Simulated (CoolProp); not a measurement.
A simple Rankine cycle with water: condensing at 327.15 K, boiler at 16.4 MPa, turbine inlet 624.6 K, turbine efficiency 0.75, pump efficiency 0.6, no recuperator. Each further row changes one setting.

Computed with CoolProp (reference Helmholtz-energy equation of state, Wagner 2002).

```
case                             thermal efficiency (%)  net work (kJ/kg)  heat in (kJ/kg)  turbine exit temperature (K)  volume ratio over the turbine
-------------------------------  ----------------------  ----------------  ---------------  ----------------------------  -----------------------------
as stated                                          27.5               644             2350                         327.1                            771
turbine inlet 644.6 K                              28.1               710             2530                         327.1                            658
condensing temperature 319.15 K                    28.2               672             2380                         319.1                           1120
boiler pressure 11.5 MPa                           27.6               725             2630                         327.1                            434
turbine efficiency 0.65                            23.7               555             2350                         327.1                            812
```

The expansion ends wet for: as stated; turbine inlet 644.6 K; condensing temperature 319.15 K; boiler pressure 11.5 MPa; turbine efficiency 0.65.
